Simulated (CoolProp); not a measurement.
Vapour-liquid equilibrium of R143a (1) + fluoroethane (R161) (2) at 44.75 °C; x and y are mole fractions of (1).

The numbers come from the multi-fluid Helmholtz-energy mixture model, Lemmon and Jacobsen 2000 and Wu 2012; pair parameters Bell 2016 in CoolProp.

### Question
Give the bubble pressure and the first vapour's composition at x = 0.125, 0.275, 0.875. Is there an azeotrope?

### Answer
x = 0.125: 1600 kPa, y = 0.152; x = 0.275: 1681 kPa, y = 0.318; x = 0.875: 1984 kPa, y = 0.891. No azeotrope shows between x = 0.05 and 0.95.

Pair parameters are fitted to limited data, so mixtures are less certain than the pure fluids.
